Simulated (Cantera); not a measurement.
Input: 1 mol SiC, 0.001 mol H2O, 30 mol N2, 0.013 mol O2, equilibrated at 1375 K and 248 Torr.

Method: chemical equilibrium by Gibbs-energy minimisation in Cantera with the NASA 1993 tables (ideal gas, pure condensed phases). Candidate condensed phases: C, C6H6, C7H8, C8H18, H2O, Si, SiC, SiO2, Si2N2O, Si3N4; 151 gas species. N2 is the only nitrogen source here; it is nearly inert below about 1500 K, so the nitride shown seldom forms there in practice. Mutual solubility and eutectic melting of coexisting phases are not modelled. Equilibrium is a limit: real reactors are often held back by kinetics, nucleation or transport.

Base state: N2 1.000, H2 3.29e-5, CO 1.71e-5 (mole fractions); condensed: C(graphite) + Si2N2O(s) + Si3N4(s).

### Question
What changes in the equilibrium state with this change: temperature from 1375 K to 2173.15 K?

### Answer
```
species            before     after
----------------  -------  --------
N2                  1.000     0.999
CO                1.71e-5  0.000693
Si                  <1e-9  0.000399
SiO               2.02e-9  0.000206
SiN                 <1e-9   4.08e-5
Si2N                <1e-9   2.14e-5
Si2C                <1e-9   2.13e-5
H                 3.42e-8   2.65e-5
C(graphite), mol    0.999         0
Si2N2O(s), mol     0.0265         0
Si3N4(s), mol       0.316         0
SiC(s), mol             0     0.978
```
The tables' values for SiN are old estimates; treat these amounts as uncertain.
